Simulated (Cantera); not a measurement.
Feed: 1 mol C2H6, 3.8 mol CO2, equilibrated at 1123.15 K and 1.00 Torr.

Cantera equilibrium calculation (NASA polynomials, part measured and part estimated; ideal gas, pure solids and liquids). The numbers say what is thermodynamically allowed, not how fast it happens.

```csv
species,before,after
CO,0.528,0.576
H2,0.268,0.209
H2O,0.0730,0.123
CO2,0.132,0.0791
H,6.06e-7,0.0118
OH,<1e-9,0.000600
O,<1e-9,2.53e-5
```
Gas species are given as mole fractions.

Q: Which change was made?
(A) CO2 from 3.8 to 0.21 mol
(B) CO2 from 3.8 to 0.024 mol
(C) C2H6 replaced by CH4
(D) temperature from 1123.15 K to 1923 K

A: D, temperature from 1123.15 K to 1923 K
